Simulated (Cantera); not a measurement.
Standard-state values (1 bar) from the NASA 1993 polynomials, evaluated with Cantera. Values are per mole of reaction as written; species without (g) are pure solids or liquids, kept so even where they would boil at 1 bar.

Problem. Between 1573 and 2573 K, where is each reaction favourable under standard conditions?
- NH3(g) + BF3(g) → 3 HF(g) + BN

Solution. 
- NH3(g) + BF3(g) → 3 HF(g) + BN: ΔG° is -43 kJ at 1573 K and -147 kJ at 2573 K; it stays negative (K > 1). ΔH° is 119 kJ and ΔS° 103 J/K at 2573 K.
